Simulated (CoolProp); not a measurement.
Ethylene along the isobar 28.6 MPa: fugacity coefficient from the reference equation and from simpler models built on Tc = 282.4 K, pc = 5.042 MPa, ω = 0.087; each cubic takes its own stable root.

The numbers come from the reference Helmholtz-energy equation of state, Smukala 2000 in CoolProp.

| T (K) | phase | reference | Soave-Redlich-Kwong | Peng-Robinson |
|---|---|---|---|---|
| 196.5 | liquid | 0.03083 | 0.03189 | 0.02870 |
| 219.5 | liquid | 0.06524 | 0.06807 | 0.06092 |
| 242.6 | liquid | 0.1159 | 0.1219 | 0.1089 |
| 265.6 | liquid | 0.1807 | 0.1914 | 0.1710 |
| 288.7 | supercritical | 0.2566 | 0.2729 | 0.2444 |
| 311.7 | supercritical | 0.3383 | 0.3605 | 0.3237 |
| 334.8 | supercritical | 0.4218 | 0.4497 | 0.4051 |
| 357.8 | supercritical | 0.5024 | 0.5353 | 0.4837 |
| 380.9 | supercritical | 0.5779 | 0.6150 | 0.5576 |
| 403.9 | supercritical | 0.6461 | 0.6863 | 0.6245 |
| 427 | supercritical | 0.7067 | 0.7493 | 0.6843 |
| 450 | supercritical | 0.7595 | 0.8039 | 0.7369 |
